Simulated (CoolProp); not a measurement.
Vapour-liquid equilibrium of R125 (1) + R134a (2) at 0.268 MPa; x and y are mole fractions of (1).

Computed with CoolProp (multi-fluid Helmholtz-energy mixture model, Lemmon 2005 and Tillner-Roth 1994; pair parameters Lemmon 2004).

Give the bubble temperature and the first vapour's composition at x = 0.05, 0.575, 0.875. Is there an azeotrope?

x = 0.05: 268.9 K, y = 0.107; x = 0.575: 254.8 K, y = 0.757; x = 0.875: 249.2 K, y = 0.941. No azeotrope shows between x = 0.05 and 0.95.

The pair parameters rest on a limited set of measurements; away from them the model extrapolates.
